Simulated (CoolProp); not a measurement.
Saturated liquid density (kg/m³) of chlorine: the reference equation beside estimates from Tc = 416.9 K, pc = 7.642 MPa, ω = 0.070. Rackett uses Z = 0.29056 − 0.08775 ω.

Values from CoolProp's reference Helmholtz-energy equation of state, Thol 2021.

```json
[
 {"T (K)": "190.3", "reference": "1696", "Rackett": "1581", "van der Waals": "1049", "Redlich-Kwong": "1561", "Soave-Redlich-Kwong": "1550", "Peng-Robinson": "1743"},
 {"T (K)": "203.3", "reference": "1661", "Rackett": "…", "van der Waals": "1032", "Redlich-Kwong": "1533", "Soave-Redlich-Kwong": "1524", "Peng-Robinson": "1715"},
 {"T (K)": "216.3", "reference": "1626", "Rackett": "1525", "van der Waals": "1014", "Redlich-Kwong": "1504", "Soave-Redlich-Kwong": "1496", "Peng-Robinson": "1685"},
 {"T (K)": "229.2", "reference": "…", "Rackett": "1496", "van der Waals": "995.5", "Redlich-Kwong": "1473", "Soave-Redlich-Kwong": "1467", "Peng-Robinson": "1654"},
 {"T (K)": "242.2", "reference": "1555", "Rackett": "1466", "van der Waals": "976.0", "Redlich-Kwong": "1440", "Soave-Redlich-Kwong": "1436", "Peng-Robinson": "…"},
 {"T (K)": "255.2", "reference": "1519", "Rackett": "1434", "van der Waals": "955.6", "Redlich-Kwong": "1405", "Soave-Redlich-Kwong": "1403", "Peng-Robinson": "1585"},
 {"T (K)": "268.1", "reference": "1482", "Rackett": "1403", "van der Waals": "934.4", "Redlich-Kwong": "1368", "Soave-Redlich-Kwong": "1368", "Peng-Robinson": "1547"},
 {"T (K)": "281.1", "reference": "1444", "Rackett": "…", "van der Waals": "…", "Redlich-Kwong": "1328", "Soave-Redlich-Kwong": "1330", "Peng-Robinson": "1505"},
 {"T (K)": "294", "reference": "1406", "Rackett": "1334", "van der Waals": "888.3", "Redlich-Kwong": "1286", "Soave-Redlich-Kwong": "1290", "Peng-Robinson": "…"},
 {"T (K)": "307", "reference": "…", "Rackett": "1298", "van der Waals": "863.0", "Redlich-Kwong": "1241", "Soave-Redlich-Kwong": "1247", "Peng-Robinson": "…"},
 {"T (K)": "320", "reference": "1322", "Rackett": "1259", "van der Waals": "836.0", "Redlich-Kwong": "1193", "Soave-Redlich-Kwong": "1200", "Peng-Robinson": "1360"}
]
```

What belongs in the gaps?


- 203.3, Rackett: 1553
- 229.2, reference: 1591
- 242.2, Peng-Robinson: 1620
- 281.1, Rackett: 1369
- 281.1, van der Waals: 911.9
- 294, Peng-Robinson: 1461
- 307, reference: 1365
- 307, Peng-Robinson: 1413

Absolute difference from the reference over all 11 rows, mean and median: Rackett 5.6 and 5.6 %, van der Waals 37.2 and 37.1 %, Redlich-Kwong 8.1 and 7.7 %, Soave-Redlich-Kwong 8.1 and 8.0 %, Peng-Robinson 3.7 and 3.9 %.
